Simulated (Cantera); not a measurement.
Input (Python, Cantera) and output of one run.

```python
import numpy as np
import cantera as ct

gas_names = [...]  # 87 gases of nasa_gas.yaml made of C, H, Si
cond_names = """
    C(gr) C6H6(L) C7H8(L) C8H18(L),n-octa Si(cr) Si(L) SiC(b)
""".split()


# ... load() reads the species with a 1 bar reference pressure and builds the phases ...
atoms = {
    'CH3SiH3': {'C': 1, 'H': 6, 'Si': 1},
    'C3H8': {'C': 3, 'H': 8},
    'H2': {'H': 2},
}
top_T = {'C(gr)': 4500, 'SiC(b)': 3050}  # K; cautious upper limits of use, not melting points


# ... equilibrate(T, P, feed) seeds the gas with the atoms and calls Mixture.equilibrate('TP', solver="vcs", rtol=1e-11, max_steps=5000) ...
results = []
feed = {'CH3SiH3': 1, 'C3H8': 0.0051, 'H2': 4.3}  # mol
T = 1798.15  # K
P = 133.322  # Pa
mix = equilibrate(T, P, feed)
results.append((T, P, feed, dict(zip(mix.species_names, mix.species_moles))))
x = sorted(zip(gas.X, gas.species_names), reverse=True)
print(f"T = {T:g} K  P = {P:g} Pa  gas = {mix.phase_moles(0):.4g} mol")
print("   x: " + "  ".join(f"{s} {v:.3e}" for v, s in x if v > 0.001))
print("   condensed (mol): " + ("  ".join(f"{mix.phase(i).name} {mix.phase_moles(i):.4g}"
      for i in range(1, mix.n_phases) if mix.phase_moles(i) > 1e-12) or "none"))
```

It prints:

```
T = 1798.15 K  P = 133.322 Pa  gas = 7.356 mol
   x: H2 9.902e-01  H 9.607e-03
   condensed (mol): C(gr) 0.0132  SiC(b) 0.9996
```

Equilibrium computed with Cantera from the NASA thermochemical tables; the gas is ideal and each condensed phase is pure. The feed counts by its element totals alone.
